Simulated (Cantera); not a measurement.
Mixture: 9.47 % CH₄, 0.947 % CO, 15.0 % O₂, 74.6 % N₂, at 293 Torr, adiabatic and at constant pressure. Ignition delay is the time to a rise of 400 K.

Cantera simulation using GRI-Mech 3.0 (53 species, 325 reactions); the numbers are that mechanism's predictions, not measurements.

### Question
Predict: delay at 1123 K; delay at 1323 K; delay at 1523 K; delay at 1723 K; delay at 1923 K; apparent activation energy between 1723 and 1923 K.

### Answer
```json
{
 "delay at 1123 K": "0.539 s",
 "delay at 1323 K": "27.0 ms",
 "delay at 1523 K": "2.67 ms",
 "delay at 1723 K": "0.529 ms",
 "delay at 1923 K": "0.163 ms",
 "apparent activation energy between 1723 and 1923 K": "160 kJ/mol"
}
```
